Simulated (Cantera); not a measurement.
Feed: 1 mol SiH4, 0.43 mol CO2, 1.5 mol N2, held at 1750 K and 0.0800 bar.

Equilibrium computed with Cantera from the NASA thermochemical tables; the gas is ideal and each condensed phase is pure. Candidate condensed phases: C, C6H6, C7H8, C8H18, H2O, Si, SiC, SiO2, Si2N2O, Si3N4; 151 gas species. Mutual solubility and eutectic melting of coexisting phases are not modelled. The numbers say what is thermodynamically allowed, not how fast it happens.

### Question
What is the equilibrium state?

### Answer
```json
{
 "x(H2)": "0.583",
 "x(N2)": "0.301",
 "x(CO)": "0.110",
 "x(SiO)": "0.00493",
 "x(HCN)": "0.000654",
 "x(H)": "0.000628",
 "x(HNC)": "2.21e-5",
 "x(CH4)": "8.10e-6",
 "x(C2H2 (acetylene))": "7.15e-6",
 "n(SiC(s))": "0.0507 mol",
 "n(Si2N2O(s))": "0.466 mol",
 "gas_amount": "3.429 mol",
 "log10 activity of C(graphite) (absent)": "-0.49",
 "log10 activity of Si(l) (absent)": "-1.23"
}
```
